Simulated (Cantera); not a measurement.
Input: 1 mol (CH3)2SiCl2, 1 mol C2H4, 4.7 mol H2, 0.093 mol HCl, at 1127 °C and 0.900 Torr.

These are equilibrium values from Cantera (NASA tables, ideal gas, pure condensed phases), not measurements of a reactor. Candidate condensed phases: C, C6H6, C7H8, C8H18, Si, SiC; 109 gas species. The feed counts by its element totals alone. The tables' values for SiCl3 are old estimates; treat these amounts as uncertain. The numbers say what is thermodynamically allowed, not how fast it happens.

Question: What is the equilibrium state?

Answer: 
* **x(H2)**: 0.807
* **x(HCl)**: 0.192
* **x(SiCl2)**: 0.000650
* **x(H)**: 0.000126
* **x(Cl)**: 2.48e-5
* **x(SiCl3)**: 2.40e-5
* **x(SiCl4)**: 3.76e-6
* **x(CH4)**: 3.37e-6
* **x(C2H2 (acetylene))**: 2.03e-6
* **n(C(graphite))**: 3.01 mol
* **n(SiC(s))**: 0.993 mol
* **gas amount**: 10.79 mol
* **log10 activity of Si(s) (absent)**: -2.32
